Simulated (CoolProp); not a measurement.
Vapour-liquid equilibrium of ethanol (1) + cyclohexane (2) at 21.3 bar; x and y are mole fractions of (1).

Computed with CoolProp (multi-fluid Helmholtz-energy mixture model, Schroeder 2014 and Zhou 2014; pair parameters Bell 2016).

| x | bubble temperature (°C) | y at the bubble point | dew temperature at overall composition x (°C) | liquid density (mol/L) |
|---|---|---|---|---|
| 0.05 | 218.4 | 0.149 | ? | 6.539 |
| 0.15 | 202.4 | 0.347 | 218.3 | 7.028 |
| 0.25 | 193.7 | 0.459 | 210.2 | 7.436 |
| 0.35 | 188.8 | ? | 202.1 | 7.848 |
| 0.45 | 185.7 | 0.589 | 194.4 | 8.312 |
| 0.55 | 183.7 | 0.642 | 187.7 | 8.863 |
| 0.65 | 182.4 | 0.696 | 183.4 | 9.521 |
| 0.75 | 181.8 | 0.761 | 181.8 | ? |
| 0.85 | 181.8 | ? | 181.9 | ? |
| 0.95 | ? | 0.941 | 182.8 | 12.25 |

**Question.** Some entries are withheld; supply them.

**Answer.** 
- 0.05, dew temperature at overall composition x (°C): 226.6
- 0.35, y at the bubble point: 0.533
- 0.75, liquid density (mol/L): 10.30
- 0.85, y at the bubble point: 0.840
- 0.85, liquid density (mol/L): 11.21
- 0.95, bubble temperature (°C): 182.7

y crosses x between x = 0.75 and 0.85: the model has an azeotrope there.

The pair parameters rest on a limited set of measurements; away from them the model extrapolates.
